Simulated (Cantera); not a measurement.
Input: 1 mol Si, 0.073 mol O2, 42 mol H2, 0.02 mol N2, at 0.100 bar.

These are equilibrium values from Cantera (NASA tables, ideal gas, pure condensed phases), not measurements of a reactor. Candidate condensed phases: H2O, Si, SiO2, Si2N2O, Si3N4; 35 gas species. N2 is the only nitrogen source here; it is nearly inert below about 1500 K, so the nitride shown seldom forms there in practice. Mutual solubility and eutectic melting of coexisting phases are not modelled. The tables hold silica as quartz up to 1696 K and as liquid above; real silica turns to tridymite and cristobalite and melts near 1996 K. Gases not in the tables: Si2H6 and higher silanes. Kinetics and transport are ignored.

**Question.** Which condensed phases are stable at each of these points (T (K)): 1423, 1523, 1623, 1723, 1823, 1923, 2023, 2123, 2223?

**Answer.** 
```tsv
T (K)	condensed phases	Si condensed (%)
1423	Si(s) + SiO2(β-quartz) + Si2N2O(s)	95.0
1523	Si(s) + Si2N2O(s)	87.4
1623	Si(s) + Si2N2O(s)	86.6
1723	Si(l)	85.3
1823	Si(l)	85.0
1923	Si(l)	84.2
2023	Si(l)	81.9
2123	Si(l)	75.9
2223	Si(l)	60.8
```

At 1423 K the condensed part is Si(s) + SiO2(β-quartz) + Si2N2O(s). From 1523 K to 1623 K the condensed part is Si(s) + Si2N2O(s). From 1723 K to 2223 K the condensed part is Si(l).
